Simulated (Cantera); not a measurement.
A perfectly stirred reactor is fed with CH₄ : H₂ : O₂ : N₂ = 1 : 1.5 : 1.96 : 7.39 (molar parts), at 10.9 atm; it is adiabatic with a 450 K inlet, and is followed from long to short residence time, starting on the burning branch (τ in s: 0.19, 0.091, 0.045, 0.022, 0.011, 0.0052, 0.0026, 0.0013, 0.00061, 0.0003, 0.00015, 7.2e-05, 3.5e-05).

Detailed kinetics in Cantera: GRI-Mech 3.0 (53 species, 325 reactions).

**Question.** What does this change do: inlet temperature 450 to 300 K?

**Answer.** 
```csv
quantity,before,after
"blow-out, bracketed by the residence times tried","burning at 72.0 µs, out at 35.0 µs","burning at 0.150 ms, out at 72.0 µs"
x(CH₄) at τ = 0.190 s,4.03e-5,0.000156
x(H₂) at τ = 0.190 s,0.0777,0.0785
x(O₂) at τ = 0.190 s,9.64e-6,1.80e-5
x(CO) at τ = 0.190 s,0.0548,0.0536
x(CH₂CO) at τ = 0.190 s,2.33e-8,7.18e-8
x(CH₄) at τ = 2.60 ms,0.00124,0.00301
x(H₂) at τ = 2.60 ms,0.0739,0.0687
x(O₂) at τ = 2.60 ms,0.000490,0.000970
x(CO) at τ = 2.60 ms,0.0530,0.0487
x(CH₂CO) at τ = 2.60 ms,2.83e-6,9.19e-6
```

**Question.** What does this change do: pressure from 10.9 atm to 1.48 atm?

**Answer.** 
```tsv
quantity	before	after
blow-out, bracketed by the residence times tried	burning at 72.0 µs, out at 35.0 µs	burning at 72.0 µs, out at 35.0 µs
x(CH₄) at τ = 0.190 s	4.03e-5	2.39e-5
x(H₂) at τ = 0.190 s	0.0777	0.0776
x(O₂) at τ = 0.190 s	9.64e-6	3.17e-5
x(CO) at τ = 0.190 s	0.0548	0.0547
x(CH₂CO) at τ = 0.190 s	2.33e-8	1.73e-8
x(CH₄) at τ = 2.60 ms	0.00124	0.000104
x(H₂) at τ = 2.60 ms	0.0739	0.0767
x(O₂) at τ = 2.60 ms	0.000490	0.000572
x(CO) at τ = 2.60 ms	0.0530	0.0542
x(CH₂CO) at τ = 2.60 ms	2.83e-6	1.98e-7
```
